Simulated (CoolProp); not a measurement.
1000 sccm (0 °C, 1 atm) of nitrogen bubbles through liquid ethanol at 320.9 K and leaves saturated at a total pressure of 0.0536 MPa (ideal gas phase). Each further row changes one setting.

The numbers come from the reference Helmholtz-energy equation of state, Schroeder 2014 in CoolProp.

```
case                      vapour pressure (kPa)  mole fraction of vapour  delivery (mg/min)  delivery (sccm)  change of delivery for a bath 1 K warmer (%)
------------------------  ---------------------  -----------------------  -----------------  ---------------  --------------------------------------------
as stated                                  26.4                    0.492                [?]              969                                            10
bath temperature 325.9 K                    [?]                      [?]               3430              [?]                                           [?]
total pressure 0.107 MPa                   26.4                      [?]                672              [?]                                           6.7
```

What belongs in the gaps?


- as stated, delivery (mg/min): 1990
- bath temperature 325.9 K, vapour pressure (kPa): 33.5
- bath temperature 325.9 K, mole fraction of vapour: 0.625
- bath temperature 325.9 K, delivery (sccm): 1670
- bath temperature 325.9 K, change of delivery for a bath 1 K warmer (%): 14
- total pressure 0.107 MPa, mole fraction of vapour: 0.246
- total pressure 0.107 MPa, delivery (sccm): 327
